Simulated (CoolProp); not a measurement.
Vapour-liquid equilibrium of R143a (1) + dimethyl ether (2) at 39.35 °C; x and y are mole fractions of (1).

Computed with CoolProp (multi-fluid Helmholtz-energy mixture model, Lemmon and Jacobsen 2000 and Wu 2011; pair parameters Bell 2016).

Give the bubble pressure and the first vapour's composition at x = 0.45, 0.55, 0.85. Is there an azeotrope?

x = 0.45: 13.08 bar, y = 0.584; x = 0.55: 13.98 bar, y = 0.671; x = 0.85: 16.66 bar, y = 0.896. No azeotrope shows between x = 0.05 and 0.95.

Pair parameters are fitted to limited data, so mixtures are less certain than the pure fluids.
